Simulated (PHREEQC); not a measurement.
Alkaline etch or developer: speciation

Solution (65 °C): 0.024 mol/kgw NaOH. Closed to the air; pH follows from the charge balance.

The numbers come from PHREEQC with the ion-association model, phreeqc.dat.

Precipitation was switched off in this run.

Problem. What pH, specific conductance does the model give?

Solution. pH 11.21; specific conductance 10900 µS/cm.

Away from 25 °C the constants follow the database's enthalpies or fits; those with neither stay at their 25 °C values.
